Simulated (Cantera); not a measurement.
An isothermal plug-flow reactor at 1100 K and 0.987 atm (inlet), inlet velocity 2.7 m/s, active area per volume 330 1/m; feed 0.683 % CH₄, 2.93 % O₂, 96.4 % N₂, equivalence ratio 0.47.

Cantera simulation using Deutschmann's 1995 Pt surface mechanism with GRI-Mech 3.0 gas chemistry; the numbers are that mechanism's predictions, not measurements. Catalytic surfaces can have several steady states; this one follows from the mechanism file's or the stated starting coverage. Mass transfer to the wall is taken as infinitely fast.

Q: Predict: x(CH₄) at z = 0.014 m; x(O₂) at z = 0.014 m; x(H₂O) at z = 0.014 m; x(CO₂) at z = 0.014 m; x(CO) at z = 0.014 m; θ(free Pt) at the exit; θ(O*) at the exit; θ(OH*) at the exit.

A: 
| Property | Value |
|---|---|
| x(CH₄) at z = 0.014 m | 0.00359 |
| x(O₂) at z = 0.014 m | 0.0228 |
| x(H₂O) at z = 0.014 m | 0.00645 |
| x(CO₂) at z = 0.014 m | 0.00322 |
| x(CO) at z = 0.014 m | 3.84e-6 |
| θ(free Pt) at the exit | 0.409 |
| θ(O*) at the exit | 0.590 |
| θ(OH*) at the exit | 0.00130 |
